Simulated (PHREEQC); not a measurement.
Ultrapure water in contact with air or piping (model solution)

A made-up water analysis in mmol/kgw, 20 °C, pH 6.71, pe 9.2:

```csv
constituent,mmol/kgw
Na,0.00175
K,0.000565
Ca,0.000874
Mg,0.000214
Cl,0.00216
S(6),0.00063
Alkalinity (meq/kgw),0.00113
F,4.95e-07
Si,3.35e-06
```

Valence states are taken as typed.

The numbers come from PHREEQC with the ion-association model, phreeqc.dat.

Each row changes one thing in this solution. This is a speciation only: nothing precipitates in the calculation.

```
case                                               HCO3- (mol/kgw)  CO2 (mol/kgw)  CO3-2 (mol/kgw)  CaSO4 (mol/kgw)  MgSO4 (mol/kgw)  SI of Quartz (SiO2)
-------------------------------------------------  ---------------  -------------  ---------------  ---------------  ---------------  -------------------
as made                                                    1.29e-6        6.04e-7         2.81e-10         9.20e-11         2.71e-11                -4.42
Alkalinity from 0.00113 to 0.00339 mmol/kgw                3.55e-6        1.66e-6         7.74e-10         9.18e-11         2.70e-11                -4.42
all concentrations times 4 at the same typed pH            4.68e-6        2.18e-6          1.03e-9          1.44e-9         4.23e-10                -3.82
temperature from 20 to 60 °C at the same typed pH          8.28e-7        3.14e-7         3.08e-10         1.21e-10         6.90e-11                -4.96
pH from 6.71 to 7.71 at the same alkalinity                7.94e-7        3.72e-8          1.73e-9         9.21e-11         2.71e-11                -4.42
```

Constants without temperature data keep their 25 °C values here. SiF6-2 is the database's only silicon fluoride.
